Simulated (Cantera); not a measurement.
Input: 1 mol CaO, 42 mol HBr, 4.8 mol N₂.

Method: chemical equilibrium by Gibbs-energy minimisation in Cantera with the NASA 1993 tables (ideal gas, pure condensed phases). Candidate condensed phases: Br₂, Ca, CaBr₂, CaO, Ca(OH)₂, H₂O; 34 gas species. Rates play no part.

Stable condensed phases, one row left out:

```
T in K \ P in Pa
              1    3.2     10     32    100    320   1000   3200  10000  32000 100000
   1898       A      A      A      A      A      A      A      A      A      A      A
   1823       A      A      A      A      A      A      A      A      A      A      A
   1748       A      A      A      A      A      A      A      A      A      A      A
   1673       A      A      A      A      A      A      A      A      A      A      A
   1523       A      A      A      A      A      A      A      A      A      A      B
   1448       A      A      A      A      A      A      A      A      A      B      B
   1373       A      A      A      A      A      A      A      A      B      B      B
   1298       A      A      A      A      A      A      A      B      B      B      B
   1223       A      A      A      A      A      A      B      B      B      B      B
   1148       A      A      A      A      A      B      B      B      B      B      B
   1073       A      A      A      B      B      B      B      B      B      B      B
```

A: gas only; B: CaBr₂.

Give the row for 1598 K.

1: gas only; 3.2: gas only; 10: gas only; 32: gas only; 100: gas only; 320: gas only; 1000: gas only; 3200: gas only; 10000: gas only; 32000: gas only; 100000: gas only.
